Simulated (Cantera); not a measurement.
Charge: 1 mol C3H6, 0.077 mol NH3, 1.2 mol H2, at 0.0320 bar.

Equilibrium computed with Cantera from the NASA thermochemical tables; the gas is ideal and each condensed phase is pure. Candidate condensed phases: C, C6H6, C7H8, C8H18; 92 gas species. The numbers say what is thermodynamically allowed, not how fast it happens.

### Question
At 1750 °C, list the 6 most abundant gas species with their mole fractions, and the condensed phases.

### Answer
H2 0.979, H 0.0105, N2 0.00804, HCN 0.00143, C2H2 (acetylene) 0.000875, HNC 8.47e-5. Condensed: C(graphite).
